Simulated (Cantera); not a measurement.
An adiabatic, constant-pressure homogeneous reactor starts with CO : H₂ : CH₄ : O₂ : N₂ = 1 : 0.043 : 0.22 : 2.67 : 10 (molar parts), equivalence ratio 0.36, at 1750 K and 5.00 bar.

Computed with Cantera and GRI-Mech 3.0 (53 species, 325 reactions).

x: mole fraction; the columns are a selection and need not sum to one.

```tsv
t (s)	T (K)	x CO	x H₂	x CH₄	x O	x NO₂	x C₂H₆	x C₂H₂
3.00e-6	1750	0.0718	0.00308	0.0157	2.46e-6	<1e-12	6.97e-8	1.03e-11
7.73e-6	1751	0.0717	0.00306	0.0155	1.18e-5	<1e-12	5.24e-6	3.38e-9
1.99e-5	2008	0.0666	0.00110	1.57e-7	0.0120	5.58e-9	<1e-12	1.61e-10
5.14e-5	2436	?	?	<1e-12	?	?	<1e-12	<1e-12
0.000132	2544	0.00595	0.000348	<1e-12	0.00332	9.57e-7	<1e-12	<1e-12
0.000341	2551	0.00520	0.000313	<1e-12	0.00296	2.19e-6	<1e-12	<1e-12
0.000879	2548	0.00513	0.000310	<1e-12	0.00290	5.21e-6	<1e-12	<1e-12
0.00227	2540	0.00499	0.000302	<1e-12	0.00278	?	<1e-12	<1e-12
0.00584	2530	0.00480	0.000293	<1e-12	0.00261	1.99e-5	<1e-12	<1e-12
0.0151	2524	0.00470	0.000287	<1e-12	0.00252	2.48e-5	<1e-12	<1e-12
0.0388	2524	0.00469	0.000287	<1e-12	0.00251	2.52e-5	<1e-12	<1e-12
0.100	2524	0.00469	0.000287	<1e-12	0.00251	2.52e-5	<1e-12	<1e-12
```

Problem. Complete the blanks.

Solution. 
- 5.14e-5, x CO: 0.0141
- 5.14e-5, x H₂: 0.000788
- 5.14e-5, x O: 0.00806
- 5.14e-5, x NO₂: 3.97e-7
- 0.00227, x NO₂: 1.14e-5
